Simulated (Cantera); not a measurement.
A freely propagating, adiabatic, planar premixed flame of 26.3 % H₂, 15.5 % O₂, 58.2 % N₂, equivalence ratio 0.85, unburnt at 600 K and 3750 Torr; mixture-averaged transport, grid criteria slope 0.08 and curve 0.16, no radiation.

Computed with Cantera and the H2/O2 subset of GRI-Mech 3.0, which has no nitrogen chemistry. The hydrogen kinetics of GRI-Mech 3.0 are dated; newer H2 mechanisms differ, most at raised pressure. Burning velocities carry a grid error of a few per cent, more on coarse grids.

x: mole fraction of selected species; z is measured from the peak of heat release.

```csv
z (mm),T (K),u (m/s),x H₂,x O₂,x OH,x HO₂,x O,x H₂O
-0.174,600,5.65,0.263,0.155,<1e-8,<1e-8,<1e-8,<1e-8
-0.116,600,5.65,0.263,0.155,<1e-8,<1e-8,<1e-8,7.08e-8
-0.0868,600,5.64,0.263,0.155,<1e-8,?,<1e-8,?
-0.0579,601,5.64,0.261,0.155,<1e-8,2.75e-6,4.39e-8,1.70e-5
-0.0289,650,5.96,0.241,0.158,4.69e-5,0.000513,1.13e-5,0.00288
-0.0145,933,8.26,0.194,0.150,0.00106,0.000760,0.000391,0.0335
0,1381,11.9,0.118,0.114,0.00393,0.000377,0.00353,0.113
0.0145,1703,14.5,0.0585,0.0702,0.00988,0.000187,0.00772,0.190
0.0289,?,15.9,?,?,?,?,?,?
0.0579,2062,17.3,0.0242,0.0383,0.0171,5.78e-5,0.00788,0.246
0.116,2219,18.5,0.0178,0.0339,0.0164,3.13e-5,0.00511,0.261
0.231,2336,19.3,0.0115,0.0309,0.0140,1.66e-5,0.00289,0.275
0.463,2407,19.8,0.00674,0.0293,0.0111,1.00e-5,0.00159,0.284
```

Task: Fill in the missing entries.

Result: 
- -0.0868, x HO₂: 1.47e-7
- -0.0868, x H₂O: 1.16e-6
- 0.0289, T (K): 1881
- 0.0289, x H₂: 0.0351
- 0.0289, x O₂: 0.0490
- 0.0289, x OH: 0.0144
- 0.0289, x HO₂: 0.000107
- 0.0289, x O: 0.00913
- 0.0289, x H₂O: 0.225
